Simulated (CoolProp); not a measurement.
A simple Rankine cycle with water: condensing at 303.15 K, boiler at 14.9 MPa, turbine inlet 619.6 K, turbine efficiency 0.75, pump efficiency 0.7, no recuperator. Each further row changes one setting.

Model: reference Helmholtz-energy equation of state, Wagner 2002, in CoolProp.

```tsv
case	thermal efficiency (%)	net work (kJ/kg)	heat in (kJ/kg)	turbine exit temperature (K)	volume ratio over the turbine
as stated	(withheld)	755	2520	303.1	2130
turbine inlet 639.6 K	30.5	(withheld)	2670	303.1	1880
condensing temperature 295.15 K	30.8	786	(withheld)	295.1	(withheld)
boiler pressure 10.4 MPa	29.9	823	2750	303.1	(withheld)
turbine efficiency 0.65	(withheld)	652	2520	303.1	(withheld)
```

Q: Complete the blanks.

A: 
- as stated, thermal efficiency (%): 30.0
- turbine inlet 639.6 K, net work (kJ/kg): 813
- condensing temperature 295.15 K, heat in (kJ/kg): 2550
- condensing temperature 295.15 K, volume ratio over the turbine: 3320
- boiler pressure 10.4 MPa, volume ratio over the turbine: 1250
- turbine efficiency 0.65, thermal efficiency (%): 25.9
- turbine efficiency 0.65, volume ratio over the turbine: 2260

The expansion ends wet for: as stated; turbine inlet 639.6 K; condensing temperature 295.15 K; boiler pressure 10.4 MPa; turbine efficiency 0.65.
